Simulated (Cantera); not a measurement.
A closed system holds: 1 mol PbF₂, 240 mol N₂, equilibrated at 1.10 Pa.

Method: chemical equilibrium by Gibbs-energy minimisation in Cantera with the NASA 1993 tables (ideal gas, pure condensed phases). Candidate condensed phases: Pb, PbF₂; 12 gas species. Equilibrium is a limit: real reactors are often held back by kinetics, nucleation or transport.

x: gas mole fraction; nothing condenses.

```tsv
T (°C)	x N₂	x F	x Pb	x PbF₂
500	0.996	<1e-12	0.00172	0.000691
600	0.996	<1e-12	0.00152	0.00106
700	0.996	?	0.00131	0.00143
800	0.996	?	0.00113	0.00174
900	0.996	?	0.000966	0.00200
1000	0.996	?	0.000831	0.00221
1100	0.996	?	0.000726	0.00236
1200	0.995	?	0.000728	0.00247
1300	0.993	?	0.00129	0.00217
1400	0.990	?	0.00290	0.000735
1500	0.988	0.00792	0.00387	6.14e-5
1600	0.988	0.00817	0.00406	3.77e-6
```

Fill in the missing entries.


- 700, x F: 1.46e-11
- 800, x F: 1.70e-9
- 900, x F: 8.83e-8
- 1000, x F: 2.47e-6
- 1100, x F: 4.25e-5
- 1200, x F: 0.000465
- 1300, x F: 0.00260
- 1400, x F: 0.00626
